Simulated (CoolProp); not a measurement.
Vapour-liquid equilibrium of benzene (1) + n-heptane (2) at 0.229 MPa; x and y are mole fractions of (1).

Model: multi-fluid Helmholtz-energy mixture model, Thol 2012 and Span 2003; pair parameters Bell 2016, in CoolProp.

```tsv
x	bubble temperature, mixture model (°C)	bubble temperature, Raoult's law (°C)	y, mixture model	y, Raoult's law
0.05	126.9	127.6	0.089	0.078
0.125	124.2	125.8	0.210	0.188
0.2	121.7	124.1	0.316	0.289
0.275	119.5	122.4	0.409	0.382
0.35	117.6	120.8	0.489	0.468
0.425	115.9	119.3	0.560	0.547
0.5	114.4	117.8	0.624	0.621
0.575	113.1	116.4	0.681	0.690
0.65	112.1	115.0	0.736	0.754
0.725	111.1	113.7	0.788	0.813
0.8	110.4	112.4	0.841	0.869
0.875	109.8	111.1	0.896	0.921
0.95	109.3	109.9	0.956	0.969
```

The largest gap from Raoult's law is -3.4 K in bubble temperature, at x = 0.425. No azeotrope shows between x = 0.05 and 0.95.

The pair parameters rest on a limited set of measurements; away from them the model extrapolates.
